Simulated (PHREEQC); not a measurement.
Solution (94 °C): 0.0099 mol TMAH, 0.0046 mol Na2SiO3 and 4.9e-05 mol (CH3)4NCl per kg of water. Closed to the air; pH follows from the charge balance.

All values are PHREEQC results (ion-association model, phreeqc.dat), not measurements.

Question: The ionic strength comes out as 0.0194 mol/kgw. What activity coefficients do OH-, Na+, Cl-, H2SiO4-2, H3SiO4- get?

Answer: OH- 0.85, Na+ 0.86, Cl- 0.85, H2SiO4-2 0.55, H3SiO4- 0.85.

This is a speciation only: nothing precipitates in the calculation. (CH3)4N+ isn't in the database: it is added as a free cation with an ion size of 4 Å. At this temperature some constants are extrapolated from 25 °C, and those without enthalpy data are left unchanged.
